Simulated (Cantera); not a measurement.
Charge: 1 mol B₂O₃, 2.4 mol HF, 8.4 mol H₂, held at 1225 °C and 19.0 Pa.

Method: chemical equilibrium by Gibbs-energy minimisation in Cantera with the NASA 1993 tables (ideal gas, pure condensed phases). Candidate condensed phases: B, B₂O₃, B₃O₃H₃, H₂O; 43 gas species. Rates play no part.

### Question
What is the equilibrium state?

### Answer
```
Quantity                                 Result
------------------------------------  ---------
x(H₂)                                     0.711
x(BOF)                                    0.134
x(HF)                                    0.0691
x(H₂O)                                   0.0505
x(HBO₂)                                  0.0334
x(H)                                    0.00105
x(B₂O₃)                                0.000811
x(HBO)                                 0.000254
x(BF₃)                                  2.24e-5
gas amount                            11.81 mol
log10 activity of B(s) (absent)           -6.65
log10 activity of B₃O₃H₃(s) (absent)     -20.70
```
